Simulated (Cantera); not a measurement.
**Hydrocarbon pyrolysis for carbon deposition**

An isothermal, constant-pressure homogeneous reactor starts with 47.5 % C₂H₆, 52.3 % N₂, 0.200 % H₂O, at 1125 K and 29.3 Torr.

Cantera simulation using GRI-Mech 3.0 (53 species, 325 reactions); the numbers are that mechanism's predictions, not measurements. GRI-Mech 3.0 stops at C3 and has no aromatics, soot or wall deposition, so with more carbon than oxygen in the feed, carbon stays in small species such as C2H2 where larger ones or solid carbon would form. Radical loss at walls, strong at low pressure, is not modelled.

| t (s) | x C₂H₆ | x CH₂ | x CH₃ | x C₂H₄ | x CH₄ |
|---|---|---|---|---|---|
| 2.00e-6 | 0.475 | <1e-12 | 6.74e-8 | <1e-12 | 1.56e-10 |
| 1.14e-5 | 0.475 | <1e-12 | 3.79e-7 | 1.07e-10 | 5.00e-9 |
| 6.45e-5 | 0.475 | <1e-12 | 2.02e-6 | 1.84e-8 | 1.55e-7 |
| 0.000367 | 0.475 | 3.81e-12 | 8.33e-6 | 2.85e-6 | 4.03e-6 |
| 0.00208 | 0.475 | 2.89e-11 | 1.58e-5 | 0.000255 | 5.70e-5 |
| 0.0118 | 0.463 | 2.63e-10 | 4.46e-5 | 0.00770 | 0.000782 |
| 0.0672 | 0.380 | 2.80e-10 | 4.45e-5 | 0.0610 | 0.00680 |
| 0.382 | 0.126 | 1.67e-10 | 2.78e-5 | 0.217 | 0.0314 |
| 2.17 | 0.00292 | 1.06e-11 | 4.85e-6 | 0.259 | 0.0494 |
| 12.3 | 0.000987 | 4.00e-12 | 2.97e-6 | 0.200 | 0.0506 |
| 70.0 | 0.000590 | 3.19e-12 | 2.84e-6 | 0.107 | 0.0578 |
x: mole fraction; the columns are a selection and need not sum to one.

Equilibrium at this temperature and pressure: C₂H₆ 0.000136, CH₂ <1e-12, CH₃ 2.26e-6, C₂H₄ 0.0412, CH₄ 0.249 (gas phase only).
